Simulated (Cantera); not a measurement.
A closed system holds: 1 mol SiO2, a varied amount of CH4, 7.1 mol N2, held at 2450 K and 16.0 mbar.

These are equilibrium values from Cantera (NASA tables, ideal gas, pure condensed phases), not measurements of a reactor. Candidate condensed phases: C, C6H6, C7H8, C8H18, H2O, Si, SiC, SiO2, Si2N2O, Si3N4; 151 gas species. Gases not in the tables: Si2H6 and higher silanes. Equilibrium is a limit: real reactors are often held back by kinetics, nucleation or transport.

Task: Which condensed phases are stable at each of these points (n(CH4) (mol)): 0.72, 0.84, 0.99, 1.2, 1.4, 1.6, 1.9, 2.2, 2.6, 3.1?

Result: 
```json
[
 {"n(CH4) (mol)": "0.72", "condensed phases": "gas only", "Si condensed (%)": "0.0"},
 {"n(CH4) (mol)": "0.84", "condensed phases": "gas only", "Si condensed (%)": "0.0"},
 {"n(CH4) (mol)": "0.99", "condensed phases": "gas only", "Si condensed (%)": "0.0"},
 {"n(CH4) (mol)": "1.2", "condensed phases": "gas only", "Si condensed (%)": "0.0"},
 {"n(CH4) (mol)": "1.4", "condensed phases": "gas only", "Si condensed (%)": "0.0"},
 {"n(CH4) (mol)": "1.6", "condensed phases": "gas only", "Si condensed (%)": "0.0"},
 {"n(CH4) (mol)": "1.9", "condensed phases": "gas only", "Si condensed (%)": "0.0"},
 {"n(CH4) (mol)": "2.2", "condensed phases": "gas only", "Si condensed (%)": "0.0"},
 {"n(CH4) (mol)": "2.6", "condensed phases": "gas only", "Si condensed (%)": "0.0"},
 {"n(CH4) (mol)": "3.1", "condensed phases": "C(graphite)", "Si condensed (%)": "0.0"}
]
```

From 0.72 mol CH4 to 2.6 mol CH4 nothing is condensed. At 3.1 mol CH4 the condensed part is C(graphite).
